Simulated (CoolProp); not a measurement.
Vapour-liquid equilibrium of R134a (1) + R142b (2) at 1050 kPa; x and y are mole fractions of (1).

Values from CoolProp's multi-fluid Helmholtz-energy mixture model, Tillner-Roth 1994 and Lemmon 2006; pair parameters Bell 2016.

```tsv
x	bubble temperature (°C)	y at the bubble point	dew temperature at overall composition x (°C)	liquid density (mol/L)
0.05	65.4	0.087	66.4	9.938
0.15	61.4	0.240	63.8	10.08
0.25	57.8	0.370	61.1	10.22
0.35	54.6	0.483	58.4	10.35
0.45	51.9	0.581	55.6	10.48
0.55	49.4	0.669	52.7	10.60
0.65	47.2	0.749	49.9	10.73
0.75	45.3	0.823	47.2	10.85
0.85	43.5	0.894	44.6	10.98
0.95	41.9	0.965	42.3	11.12
```

No azeotrope shows between x = 0.05 and 0.95.

Pair parameters are fitted to limited data, so mixtures are less certain than the pure fluids.
